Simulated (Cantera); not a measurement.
A Cantera script and what it prints.

```python
import numpy as np
import cantera as ct

gas_names = [...]  # 123 gases of nasa_gas.yaml made of C, H, O, Si
cond_names = """
    C(gr) C6H6(L) C7H8(L) C8H18(L),n-octa H2O(s) H2O(L) Si(cr) Si(L) SiC(b) SiO2(Lqz) SiO2(hqz) SiO2(L)
""".split()


# ... load() reads the species with a 1 bar reference pressure and builds the phases ...
atoms = {
    'Si': {'Si': 1},
    'CO2': {'C': 1, 'O': 2},
    'H2': {'H': 2},
}
top_T = {'C(gr)': 4500, 'SiC(b)': 3050}  # K; cautious upper limits of use, not melting points


# ... equilibrate(T, P, feed) seeds the gas with the atoms and calls Mixture.equilibrate('TP', solver="vcs", rtol=1e-11, max_steps=5000) ...
results = []
feed = {'Si': 1, 'CO2': 0.35, 'H2': 290}  # mol
T = 1075  # K
P = 1333.22  # Pa
mix = equilibrate(T, P, feed)
results.append((T, P, feed, dict(zip(mix.species_names, mix.species_moles))))
x = sorted(zip(gas.X, gas.species_names), reverse=True)
print(f"T = {T:g} K  P = {P:g} Pa  gas = {mix.phase_moles(0):.4g} mol")
print("   x: " + "  ".join(f"{s} {v:.3e}" for v, s in x if v > 0.0001))
print("   condensed (mol): " + ("  ".join(f"{mix.phase(i).name} {mix.phase_moles(i):.4g}"
      for i in range(1, mix.n_phases) if mix.phase_moles(i) > 1e-12) or "none"))
```

Result:

```
T = 1075 K  P = 1333.22 Pa  gas = 290 mol
   x: H2 1.000e+00
   condensed (mol): Si(cr) 0.3  SiC(b) 0.3499  SiO2(hqz) 0.3499
```

Equilibrium computed with Cantera from the NASA thermochemical tables; the gas is ideal and each condensed phase is pure. Mutual solubility and eutectic melting of coexisting phases are not modelled.
